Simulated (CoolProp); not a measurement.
R143a along the isobar 101 kPa: Z from the reference equation and from simpler models built on Tc = 345.9 K, pc = 3762 kPa, ω = 0.261; each cubic takes its own stable root.

Computed with CoolProp (reference Helmholtz-energy equation of state, Lemmon and Jacobsen 2000).

```tsv
T (K)	phase	reference	van der Waals	Soave-Redlich-Kwong
181.2	liquid	0.004394	0.9639	0.005220
186.6	liquid	0.004312	0.9662	0.005114
192	liquid	0.004236	0.9683	0.005017
197.4	liquid	0.004165	0.9703	0.004928
202.8	liquid	0.004100	0.9720	0.004846
208.2	liquid	0.004040	0.9737	0.004771
213.6	liquid	0.003984	0.9752	0.004703
219	liquid	0.003933	0.9765	0.004642
224.3	liquid	0.003887	0.9778	0.004588
229.7	gas	0.9541	0.9790	0.9674
235.1	gas	0.9582	0.9801	0.9695
240.5	gas	0.9618	0.9811	0.9715
245.9	gas	0.9651	0.9820	0.9733
251.3	gas	0.9679	0.9829	0.9749
256.7	gas	0.9704	0.9837	0.9765
```

At some of these states van der Waals gives the other phase, because its saturation line lies elsewhere.
